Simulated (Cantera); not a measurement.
An adiabatic, constant-volume homogeneous reactor starts with CH₄ : O₂ : N₂ : CO₂ = 1 : 3.39 : 10.8 : 1.6 (molar parts), at 1375 K and 390 Torr. Integrator tolerance rtol = 1e-08.

Model: GRI-Mech 3.0 (53 species, 325 reactions), integrated in Cantera.

**Question.** What does this change do: initial temperature 1375 to 1173 K?

**Answer.** 
```json
[
 {"quantity": "time of steepest temperature rise", "before": "5.83 ms", "after": "87.3 ms"},
 {"quantity": "temperature at 0.300 s", "before": "2508 K", "after": "2424 K"},
 {"quantity": "equilibrium temperature", "before": "2508 K", "after": "2424 K"},
 {"quantity": "x(CH₄) at 0.300 s", "before": "<1e-12 (gas-phase equilibrium <1e-12)", "after": "<1e-12 (gas-phase equilibrium <1e-12)"},
 {"quantity": "x(O₂) at 0.300 s", "before": "0.0805 (gas-phase equilibrium 0.0805)", "after": "0.0795 (gas-phase equilibrium 0.0795)"},
 {"quantity": "x(CO₂) at 0.300 s", "before": "0.134 (gas-phase equilibrium 0.134)", "after": "0.141 (gas-phase equilibrium 0.141)"},
 {"quantity": "x(HCO) at 0.300 s", "before": "3.31e-9 (gas-phase equilibrium 3.31e-9)", "after": "1.38e-9 (gas-phase equilibrium 1.38e-9)"},
 {"quantity": "x(NO₂) at 0.300 s", "before": "6.91e-6 (gas-phase equilibrium 6.91e-6)", "after": "6.84e-6 (gas-phase equilibrium 6.84e-6)"}
]
```

**Question.** What does this change do: pressure from 390 Torr to 3680 Torr?

**Answer.** 
```
quantity                                                            before                                    after
---------------------------------  ---------------------------------------  ---------------------------------------
time of steepest temperature rise                                  5.83 ms                                 0.955 ms
temperature at 0.300 s                                              2508 K                                   2610 K
equilibrium temperature                                             2508 K                                   2610 K
x(CH₄) at 0.300 s                    <1e-12 (gas-phase equilibrium <1e-12)    <1e-12 (gas-phase equilibrium <1e-12)
x(O₂) at 0.300 s                     0.0805 (gas-phase equilibrium 0.0805)    0.0771 (gas-phase equilibrium 0.0771)
x(CO₂) at 0.300 s                      0.134 (gas-phase equilibrium 0.134)      0.142 (gas-phase equilibrium 0.142)
x(HCO) at 0.300 s                  3.31e-9 (gas-phase equilibrium 3.31e-9)  5.86e-9 (gas-phase equilibrium 5.86e-9)
x(NO₂) at 0.300 s                  6.91e-6 (gas-phase equilibrium 6.91e-6)  2.22e-5 (gas-phase equilibrium 2.22e-5)
```

**Question.** What does this change do: initial temperature 1375 to 1150 K?

**Answer.** 
| quantity | before | after |
|---|---|---|
| time of steepest temperature rise | 5.83 ms | 0.124 s |
| temperature at 0.300 s | 2508 K | 2413 K |
| equilibrium temperature | 2508 K | 2413 K |
| x(CH₄) at 0.300 s | <1e-12 (gas-phase equilibrium <1e-12) | <1e-12 (gas-phase equilibrium <1e-12) |
| x(O₂) at 0.300 s | 0.0805 (gas-phase equilibrium 0.0805) | 0.0795 (gas-phase equilibrium 0.0795) |
| x(CO₂) at 0.300 s | 0.134 (gas-phase equilibrium 0.134) | 0.142 (gas-phase equilibrium 0.142) |
| x(HCO) at 0.300 s | 3.31e-9 (gas-phase equilibrium 3.31e-9) | 1.23e-9 (gas-phase equilibrium 1.23e-9) |
| x(NO₂) at 0.300 s | 6.91e-6 (gas-phase equilibrium 6.91e-6) | 6.83e-6 (gas-phase equilibrium 6.83e-6) |
